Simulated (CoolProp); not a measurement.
A closed Brayton cycle with nitrogen: compressor inlet 330.15 K and 7.7 MPa, high pressure 21.3 MPa, turbine inlet 960 K, compressor efficiency 0.8, turbine efficiency 0.9, recuperator effectiveness 0 (on enthalpy, no pinch check). Each further row changes one setting.

Values from CoolProp's reference Helmholtz-energy equation of state, Span 2000.

```csv
case,thermal efficiency (%),net work (kJ/kg),compressor to turbine work,compressor exit (K),turbine exit (K)
as stated,15.7,88.2,0.63,470.7,758.2
turbine inlet 910 K,15.1,[?],0.67,470.7,[?]
compressor inlet 340.15 K,[?],83.4,0.65,484.9,758.2
high pressure 18.1 MPa,13.9,81.5,0.60,[?],787.4
recuperator effectiveness 0.5,21.9,88.2,0.63,470.7,758.2
```

Some entries are withheld; supply them.


- turbine inlet 910 K, net work (kJ/kg): 75.8
- turbine inlet 910 K, turbine exit (K): 716.9
- compressor inlet 340.15 K, thermal efficiency (%): 15.3
- high pressure 18.1 MPa, compressor exit (K): 445.4
